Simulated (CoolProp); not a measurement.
The numbers come from the reference Helmholtz-energy equation of state, Thol 2018 in CoolProp.

Task: Give the vapour pressure (MPa), vapour density (kg/m³), enthalpy of vaporisation (kJ/kg), liquid cp (kJ/(kg K)) of saturated hydrogen chloride at -92.15 °C.

Result: 
```
T (°C)  p (MPa)  vapour density (kg/m³)  enthalpy of vaporisation (kJ/kg)  liquid cp (kJ/(kg K))
------  -------  ----------------------  --------------------------------  ---------------------
-92.15   0.0662                    1.64                               451                   1.66
```
